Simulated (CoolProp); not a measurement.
Toluene along the isotherm 346.85 °C: Z from the reference equation and from simpler models built on Tc = 318.6 °C, pc = 4.126 MPa, ω = 0.266; each cubic takes its own stable root.

Computed with CoolProp (reference Helmholtz-energy equation of state, Lemmon 2006). It is a short technical equation, of lower accuracy than the large ones.

```json
[
 {"p (MPa)": "1.15", "phase": "gas", "reference": "0.9077"},
 {"p (MPa)": "2.29", "phase": "gas", "reference": "0.8048"},
 {"p (MPa)": "3.44", "phase": "gas", "reference": "0.6830"},
 {"p (MPa)": "4.58", "phase": "supercritical", "reference": "0.5294"},
 {"p (MPa)": "5.73", "phase": "supercritical", "reference": "0.3201"},
 {"p (MPa)": "6.88", "phase": "supercritical", "reference": "0.2960"},
 {"p (MPa)": "8.02", "phase": "supercritical", "reference": "0.3169"},
 {"p (MPa)": "9.17", "phase": "supercritical", "reference": "0.3443"},
 {"p (MPa)": "10.3", "phase": "supercritical", "reference": "0.3732"}
]
```

**Question.** How far does each simpler model (van der Waals, Redlich-Kwong, Soave-Redlich-Kwong, Peng-Robinson) lie from the reference over these 9 states: mean and median of the absolute difference, and the worst?

**Answer.** 
- van der Waals: mean 18.7 %, median 15.2 %, worst +37.5 % at 346.85 °C and 10.3 MPa
- Redlich-Kwong: mean 9.0 %, median 10.2 %, worst +18.2 % at 346.85 °C and 6.88 MPa
- Soave-Redlich-Kwong: mean 13.2 %, median 18.1 %, worst +24.5 % at 346.85 °C and 6.88 MPa
- Peng-Robinson: mean 6.3 %, median 7.1 %, worst +14.4 % at 346.85 °C and 6.88 MPa
